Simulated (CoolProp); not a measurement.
CH2F2 (R32) at 298.15 K and 12.4 MPa flows at 22 m/s in a round tube of 2 mm bore and 1.5 µm roughness, fully developed (64/Re and Nu = 3.66 if laminar; Colebrook and Gnielinski if turbulent). Each further row changes one setting.

Model: reference Helmholtz-energy equation of state, Tillner-Roth 1997, in CoolProp.

| case | Reynolds number | Darcy friction factor | pressure drop (Pa/m) | heat-transfer coefficient (W/(m² K)) | mass flow (kg/h) |
|---|---|---|---|---|---|
| as stated | 334000 | 0.0194 | 2380000 | 75900 | 253 |
| velocity 44 m/s | 669000 | [?] | 9280000 | 149000 | [?] |
| diameter 4 mm | 669000 | 0.0166 | [?] | 65900 | [?] |

**Question.** What belongs in the gaps?

**Answer.** 
- velocity 44 m/s, Darcy friction factor: 0.0189
- velocity 44 m/s, mass flow (kg/h): 505
- diameter 4 mm, pressure drop (Pa/m): 1020000
- diameter 4 mm, mass flow (kg/h): 1010

Viscosity comes from a separate model (Bell 2016), an estimate that may be off by 10 % or more. Thermal conductivity comes from a separate model (Huber 2003), an estimate that may be off by 10 % or more.
